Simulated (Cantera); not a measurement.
A freely propagating, adiabatic, planar premixed flame of CO : H2 : CH4 : O2 : N2 = 1 : 0.16 : 0.64 : 1.69 : 7.78 (molar parts), unburnt at 575 K and 285 Torr; mixture-averaged transport, grid criteria slope 0.08 and curve 0.16, no radiation.

Detailed kinetics in Cantera: GRI-Mech 3.0 (53 species, 325 reactions). Burning velocities carry a grid error of a few per cent, more on coarse grids.

What does this change do: N2 7.78 to 5.9 parts?


| quantity | before | after |
|---|---|---|
| laminar burning velocity | 167 cm/s | 225 cm/s |
| thermal thickness | 0.852 mm | 0.680 mm |
| peak x(HO2) | 0.000104 | 0.000147 |

What does this change do: 0.37 parts H2O added?


```json
[
 {"quantity": "laminar burning velocity", "before": "167 cm/s", "after": "154 cm/s"},
 {"quantity": "thermal thickness", "before": "0.852 mm", "after": "0.900 mm"},
 {"quantity": "peak x(HO2)", "before": "0.000104", "after": "0.000103"}
]
```

What does this change do: inlet temperature 575 to 325 K?


```
quantity                    before      after
------------------------  --------  ---------
laminar burning velocity  167 cm/s  62.1 cm/s
thermal thickness         0.852 mm   0.988 mm
peak x(HO2)               0.000104   0.000145
```
